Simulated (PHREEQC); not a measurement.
Dissolve 0.014 mol/kgw NH4HS and 0.084 mol/kgw NaHCO3 at 55 °C. Closed to the air; pH follows from the charge balance.

The numbers come from PHREEQC with the ion-association model, phreeqc.dat.

- pH: 7.67
- ionic strength: 0.0939 mol/kgw
- specific conductance: 13700 µS/cm
- density: 0.991 g/cm³
- total alkalinity: 98.0 meq/kg

| species | molality | activity | log γ |
|---|---|---|---|
| Na+ | 0.0810 | 0.0630 | -0.109 |
| HCO3- | 0.0780 | 0.0610 | -0.107 |
| HS- | 0.0131 | 0.00988 | -0.122 |
| NH4+ | 0.0124 | 0.00913 | -0.132 |
| CO2 | 0.00246 | 0.00251 | 0.009 |
| NaHCO3 | 0.00181 | 0.00185 | 0.009 |
| NH3 | 0.00163 | 0.00167 | 0.009 |

Precipitation was switched off in this run. Carbamate, which ammonia and carbonate form, is missing from the database. At this temperature some constants are extrapolated from 25 °C, and those without enthalpy data are left unchanged.
